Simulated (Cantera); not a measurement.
Cantera run:

```python
import numpy as np
import cantera as ct

gas_names = [...]  # 116 gases of nasa_gas.yaml made of C, H, Mg, O
cond_names = """
    C(gr) C6H6(L) C7H8(L) C8H18(L),n-octa H2O(s) H2O(L) Mg(cr) Mg(L) MgCO3(s) MgO(s) MgO(L) MgO2H2(s)
""".split()


# ... load() reads the species with a 1 bar reference pressure and builds the phases ...
atoms = {
    'MgO': {'Mg': 1, 'O': 1},
    'C': {'C': 1},
    'H2': {'H': 2},
}
top_T = {'C(gr)': 4500}  # K; cautious upper limits of use, not melting points


# ... equilibrate(T, P, feed) seeds the gas with the atoms and calls Mixture.equilibrate('TP', solver="vcs", rtol=1e-11, max_steps=5000) ...
results = []
feed = {'MgO': 1, 'C': 0.2, 'H2': 0.5}  # mol
P = 32000  # Pa
for T in [1600, 1700, 1800, 1900, 2000, 2100, 2200, 2300, 2400, 2500]:
    mix = equilibrate(T, P, feed)
    results.append((T, P, feed, dict(zip(mix.species_names, mix.species_moles))))
    x = sorted(zip(gas.X, gas.species_names), reverse=True)
    print(f"T = {T:g} K  P = {P:g} Pa  gas = {mix.phase_moles(0):.4g} mol")
    print("   x: " + "  ".join(f"{s} {v:.3e}" for v, s in x if v > 0.0001))
    print("   condensed (mol): " + ("  ".join(f"{mix.phase(i).name} {mix.phase_moles(i):.4g}"
          for i in range(1, mix.n_phases) if mix.phase_moles(i) > 1e-12) or "none"))
```

Result:

```
T = 1600 K  P = 32000 Pa  gas = 0.5113 mol
   x: H2 9.768e-01  CO 1.128e-02  Mg 1.121e-02  CH4 4.985e-04
   condensed (mol): C(gr) 0.194  MgO(s) 0.9942
T = 1700 K  P = 32000 Pa  gas = 0.5481 mol
   x: H2 9.113e-01  CO 4.402e-02  Mg 4.373e-02  MgH 2.955e-04  CH4 2.911e-04  H 2.487e-04
   condensed (mol): C(gr) 0.1756  MgO(s) 0.9759
T = 1800 K  P = 32000 Pa  gas = 0.7079 mol
   x: H2 7.052e-01  CO 1.470e-01  Mg 1.461e-01  MgH 9.404e-04  H 5.315e-04  C2H2,acetylene 1.237e-04  CH4 1.224e-04
   condensed (mol): C(gr) 0.09566  MgO(s) 0.8959
T = 1900 K  P = 32000 Pa  gas = 0.8998 mol
   x: H2 5.544e-01  CO 2.222e-01  Mg 2.209e-01  MgH 1.355e-03  H 1.045e-03
   condensed (mol): MgO(s) 0.8
T = 2000 K  P = 32000 Pa  gas = 0.9004 mol
   x: H2 5.534e-01  CO 2.221e-01  Mg 2.208e-01  H 2.139e-03  MgH 1.443e-03  H2O 1.191e-04
   condensed (mol): MgO(s) 0.7999
T = 2100 K  P = 32000 Pa  gas = 0.9016 mol
   x: H2 5.513e-01  CO 2.218e-01  Mg 2.208e-01  H 4.089e-03  MgH 1.527e-03  H2O 4.617e-04
   condensed (mol): MgO(s) 0.7995
T = 2200 K  P = 32000 Pa  gas = 0.9042 mol
   x: H2 5.469e-01  Mg 2.213e-01  CO 2.211e-01  H 7.363e-03  MgH 1.608e-03  H2O 1.565e-03  MgOH 1.227e-04  CO2 1.198e-04
   condensed (mol): MgO(s) 0.7984
T = 2300 K  P = 32000 Pa  gas = 0.9097 mol
   x: H2 5.377e-01  Mg 2.232e-01  CO 2.195e-01  H 1.254e-02  H2O 4.673e-03  MgH 1.689e-03  CO2 3.404e-04  MgOH 3.236e-04
   condensed (mol): MgO(s) 0.7951
T = 2400 K  P = 32000 Pa  gas = 0.9211 mol
   x: H2 5.191e-01  Mg 2.286e-01  CO 2.163e-01  H 2.026e-02  H2O 1.225e-02  MgH 1.777e-03  CO2 8.635e-04  MgOH 7.772e-04
   condensed (mol): MgO(s) 0.7871
T = 2500 K  P = 32000 Pa  gas = 0.9433 mol
   x: H2 4.848e-01  Mg 2.403e-01  CO 2.101e-01  H 3.095e-02  H2O 2.778e-02  CO2 1.942e-03  MgH 1.882e-03  MgOH 1.704e-03  OH 3.675e-04  MgO 1.629e-04
   condensed (mol): MgO(s) 0.7698
```

Cantera equilibrium calculation (NASA polynomials, part measured and part estimated; ideal gas, pure solids and liquids). The tables' values for MgH are old estimates; treat these amounts as uncertain.
